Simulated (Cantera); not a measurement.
Input: 1 mol LiOH, 0.97 mol H2O, 0.058 mol O2, equilibrated at 280000 Pa.

These are equilibrium values from Cantera (NASA tables, ideal gas, pure condensed phases), not measurements of a reactor. Candidate condensed phases: H2O, Li, LiH, LiOH, Li2O; 17 gas species. Rates play no part.

log p: log10 of the partial pressure in bar; n: condensed amount in mol.

| T (K) | log p H2O | log p LiOH | log p O2 | log p Li2(OH)2 | log p OH | log p Li2O | n LiOH(l) | n Li2O(s) | n Li2O(l) |
|---|---|---|---|---|---|---|---|---|---|
| 1200 | 0.42 | -3.19 | -0.80 | -4.13 | -4.84 | -9.91 | 1.000 | 0 | 0 |
| 1300 | 0.42 | -2.50 | -0.80 | -3.57 | -4.30 | -8.35 | 0.999 | 0 | 0 |
| 1400 | 0.42 | -1.91 | -0.80 | -3.11 | -3.83 | -7.03 | 0.995 | 0 | 0 |
| 1500 | 0.42 | ? | -0.81 | ? | ? | ? | 0.984 | 0 | 0 |
| 1600 | 0.40 | ? | -0.82 | ? | ? | ? | 0.957 | 0 | 0 |
| 1700 | 0.38 | -0.61 | -0.84 | -2.12 | -2.79 | -4.05 | 0.894 | 0 | 0 |
| 1800 | 0.35 | -0.33 | -1.01 | -1.98 | -2.57 | -3.37 | 0 | 0.353 | 0 |
| 1900 | 0.29 | -0.12 | -1.04 | -1.94 | -2.36 | -2.83 | 0 | 0 | 0.252 |
| 2000 | 0.21 | 0.03 | -1.07 | -1.97 | -2.18 | -2.38 | 0 | 0 | 0.124 |

Problem. Some entries are withheld; supply them.

Solution. 
- 1500, log p LiOH: -1.41
- 1500, log p Li2(OH)2: -2.72
- 1500, log p OH: -3.43
- 1500, log p Li2O: -5.90
- 1600, log p LiOH: -0.98
- 1600, log p Li2(OH)2: -2.40
- 1600, log p OH: -3.09
- 1600, log p Li2O: -4.92
